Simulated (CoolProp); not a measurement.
Computed with CoolProp (reference Helmholtz-energy equation of state, Thol 2015).

Problem. For octamethylcyclotetrasiloxane (D4), give the phase and the Z, cp (kJ/(kg K)), fugacity coefficient at 454 K and 0.0421 MPa; 454 K and 0.295 MPa; 454 K and 0.337 MPa.

Solution. 
- 454 K and 0.0421 MPa: gas; Z 0.971, cp 1.70, fugacity coefficient 0.972
- 454 K and 0.295 MPa: liquid; Z 0.0305, cp 2.01, fugacity coefficient 0.367
- 454 K and 0.337 MPa: liquid; Z 0.0349, cp 2.01, fugacity coefficient 0.322
